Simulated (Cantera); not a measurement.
**Low-pressure radical oxidation in H2/O2**

An isothermal, constant-pressure homogeneous reactor starts with 20.6 % H2, 79.4 % O2, at 923 K and 10.00 Torr.

Detailed kinetics in Cantera: the H2/O2 subset of GRI-Mech 3.0, which has no nitrogen chemistry. Radical loss at walls, strong at low pressure, is not modelled. Below about 950 K walls govern HO2 and H2O2 in real vessels. The temperature is held fixed by assumption; the heat of reaction is taken as removed at once.

| t (s) | x H2 | x O2 | x H2O | x HO2 | x H2O2 | x O |
|---|---|---|---|---|---|---|
| 4.00e-5 | 0.206 | 0.794 | <1e-12 | 6.49e-12 | <1e-12 | <1e-12 |
| 0.000194 | 0.206 | 0.794 | 9.50e-12 | 3.18e-11 | <1e-12 | 7.93e-12 |
| 0.000943 | 0.206 | 0.794 | 8.76e-10 | 1.75e-10 | <1e-12 | 2.98e-10 |
| 0.00458 | 0.206 | 0.793 | 0.000250 | 4.10e-6 | 1.66e-9 | 7.25e-5 |
| 0.0222 | 0.00174 | 0.768 | 0.227 | 1.65e-5 | 5.71e-7 | 0.00187 |
| 0.108 | 9.14e-5 | 0.770 | 0.230 | 2.60e-6 | 2.26e-7 | 5.47e-5 |
| 0.524 | 4.46e-6 | 0.770 | 0.230 | 2.48e-7 | 6.37e-8 | 3.47e-6 |
| 2.54 | 1.28e-7 | 0.770 | 0.230 | 2.42e-8 | 1.62e-8 | 3.20e-7 |
| 12.4 | 8.91e-9 | 0.770 | 0.230 | 3.68e-9 | 4.39e-9 | 4.60e-8 |
| 60.0 | 1.37e-9 | 0.770 | 0.230 | 7.18e-10 | 1.17e-9 | 8.10e-9 |
x: mole fraction; the columns are a selection and need not sum to one.

Equilibrium at this temperature and pressure: H2 1.67e-11, O2 0.770, H2O 0.230, HO2 3.35e-10, H2O2 2.26e-11, O 9.54e-11 (gas phase only).
